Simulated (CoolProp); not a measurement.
Saturated liquid density (kg/m³) of methanol: the reference equation beside estimates from Tc = 513.4 K, pc = 8.216 MPa, ω = 0.565. Rackett uses Z = 0.29056 − 0.08775 ω.

Model: reference Helmholtz-energy equation of state, de Reuck 1993, in CoolProp.

```json
[
 {"T (K)": "261.9", "reference": "820.2", "Rackett": "816.8", "van der Waals": "402.0", "Soave-Redlich-Kwong": "628.9", "Peng-Robinson": "706.1"},
 {"T (K)": "264.7", "reference": "817.6", "Rackett": "813.8", "van der Waals": "400.8", "Soave-Redlich-Kwong": "627.3", "Peng-Robinson": "704.4"},
 {"T (K)": "267.5", "reference": "815.0", "Rackett": "810.8", "van der Waals": "399.5", "Soave-Redlich-Kwong": "625.6", "Peng-Robinson": "702.7"},
 {"T (K)": "270.3", "reference": "812.3", "Rackett": "807.7", "van der Waals": "398.2", "Soave-Redlich-Kwong": "624.0", "Peng-Robinson": "700.9"},
 {"T (K)": "273.1", "reference": "809.7", "Rackett": "804.6", "van der Waals": "397.0", "Soave-Redlich-Kwong": "622.3", "Peng-Robinson": "699.1"},
 {"T (K)": "275.9", "reference": "807.1", "Rackett": "801.6", "van der Waals": "395.7", "Soave-Redlich-Kwong": "620.6", "Peng-Robinson": "697.3"},
 {"T (K)": "278.7", "reference": "804.4", "Rackett": "798.5", "van der Waals": "394.4", "Soave-Redlich-Kwong": "618.8", "Peng-Robinson": "695.5"},
 {"T (K)": "281.5", "reference": "801.8", "Rackett": "795.4", "van der Waals": "393.1", "Soave-Redlich-Kwong": "617.1", "Peng-Robinson": "693.6"},
 {"T (K)": "284.3", "reference": "799.2", "Rackett": "792.3", "van der Waals": "391.8", "Soave-Redlich-Kwong": "615.3", "Peng-Robinson": "691.7"},
 {"T (K)": "287.1", "reference": "796.6", "Rackett": "789.1", "van der Waals": "390.4", "Soave-Redlich-Kwong": "613.5", "Peng-Robinson": "689.8"},
 {"T (K)": "289.9", "reference": "794.0", "Rackett": "786.0", "van der Waals": "389.1", "Soave-Redlich-Kwong": "611.6", "Peng-Robinson": "687.9"},
 {"T (K)": "292.7", "reference": "791.3", "Rackett": "782.8", "van der Waals": "387.7", "Soave-Redlich-Kwong": "609.8", "Peng-Robinson": "685.9"},
 {"T (K)": "295.5", "reference": "788.7", "Rackett": "779.6", "van der Waals": "386.4", "Soave-Redlich-Kwong": "607.9", "Peng-Robinson": "683.9"},
 {"T (K)": "298.3", "reference": "786.1", "Rackett": "776.4", "van der Waals": "385.0", "Soave-Redlich-Kwong": "606.0", "Peng-Robinson": "681.8"},
 {"T (K)": "301.1", "reference": "783.5", "Rackett": "773.2", "van der Waals": "383.6", "Soave-Redlich-Kwong": "604.0", "Peng-Robinson": "679.8"}
]
```

Absolute difference from the reference over all 15 rows, mean and median: Rackett 0.8 and 0.8 %, van der Waals 51.0 and 51.0 %, Soave-Redlich-Kwong 23.1 and 23.0 %, Peng-Robinson 13.5 and 13.5 %.
